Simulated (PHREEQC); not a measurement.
Consider water at 25 °C with 0.0061 mol Cu(BF4)2, 0.038 mol H2SO4 and 0.12 mol Na2SO4 per kg of water. Closed to the air; pH follows from the charge balance.

Model: ion-association model, phreeqc.dat, run in PHREEQC.

| Quantity | Result |
|---|---|
| pH | 1.72 |
| ionic strength | 0.334 mol/kgw |
| activity of water | 0.993 |
| density | 1.015 g/cm³ |
| total alkalinity | -113 meq/kg |

```json
[
 {"species": "Na+", "molality": "0.218", "activity": "0.158", "log γ": "-0.139"},
 {"species": "SO4-2", "molality": "0.0825", "activity": "0.0199", "log γ": "-0.618"},
 {"species": "HSO4-", "molality": "0.0504", "activity": "0.0369", "log γ": "-0.136"},
 {"species": "H+", "molality": "0.0245", "activity": "0.0191", "log γ": "-0.109"},
 {"species": "NaSO4-", "molality": "0.0220", "activity": "0.0158", "log γ": "-0.146"},
 {"species": "BF4-", "molality": "0.0100", "activity": "0.00736", "log γ": "-0.136"},
 {"species": "HF", "molality": "0.00637", "activity": "0.00688", "log γ": "0.033"},
 {"species": "CuSO4", "molality": "0.00313", "activity": "0.00338", "log γ": "0.033"},
 {"species": "Cu+2", "molality": "0.00297", "activity": "0.000833", "log γ": "-0.551"},
 {"species": "H3BO3", "molality": "0.00151", "activity": "0.00163", "log γ": "0.033"},
 {"species": "BF3OH-", "molality": "0.000534", "activity": "0.000391", "log γ": "-0.136"},
 {"species": "F-", "molality": "0.000361", "activity": "0.000240", "log γ": "-0.177"}
]
```

No solid was allowed to form. Complexes and solids missing from the database can't appear. Real BF4- forms and hydrolyses slowly; the run takes it at equilibrium.
